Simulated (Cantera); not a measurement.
A closed system holds: 1 mol B2H6, 180 mol H2, 1.1 mol O2, equilibrated at 1998.15 K and 750 Torr.

These are equilibrium values from Cantera (NASA tables, ideal gas, pure condensed phases), not measurements of a reactor. Candidate condensed phases: B, B2O3, B3O3H3, H2O; 23 gas species. The feed counts by its element totals alone. The tables' values for BH2 are old estimates; treat these amounts as uncertain. Kinetics and transport are ignored.

### Question
What is the equilibrium state?

### Answer
```
Property                                  Value
------------------------------------  ---------
x(H2)                                     0.988
x(HBO)                                  0.00929
x(H)                                    0.00160
x(HBO2)                                0.000627
x(H2O)                                 0.000368
x(B2O2)                                0.000239
x(BO)                                  0.000218
x(B2O3)                                0.000111
x(BH2)                                  1.84e-5
gas amount                            184.2 mol
log10 activity of B(s) (absent)           -1.39
log10 activity of B3O3H3(s) (absent)     -10.09
```
